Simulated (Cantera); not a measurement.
A closed system holds: 1 mol toluene, 0.67 mol H₂O, 39 mol H₂, equilibrated at 3073 K and 1.00 bar.

Equilibrium computed with Cantera from the NASA thermochemical tables; the gas is ideal and each condensed phase is pure. Candidate condensed phases: C, C₆H₆, C₇H₈, C₈H₁₈, H₂O; 110 gas species. Rates play no part.

Base state: H₂ 0.753, H 0.171, C₂H₂ (acetylene) 0.0573, CO 0.0138, C₂H 0.00247, C₄H₂ 0.00182, C₃ 0.000661, C₂H₂ (vinylidene) 0.000213 (mole fractions); condensed: gas only.

**Question.** What changes in the equilibrium state with this change: H₂O from 0.67 to 0.21 mol?

**Answer.** 
| species | before | after |
|---|---|---|
| H₂ | 0.753 | 0.760 |
| H | 0.171 | 0.171 |
| C₂H₂ (acetylene) | 0.0573 | 0.0581 |
| CO | 0.0138 | 0.00441 |
| C₆H₂ | 6.15e-5 | 6.30e-5 |
| CH₄ | 4.09e-5 | 4.18e-5 |
| C₃H₃ (propargyl) | 2.54e-5 | 2.59e-5 |
| C(graphite), mol | 0 | 0.495 |
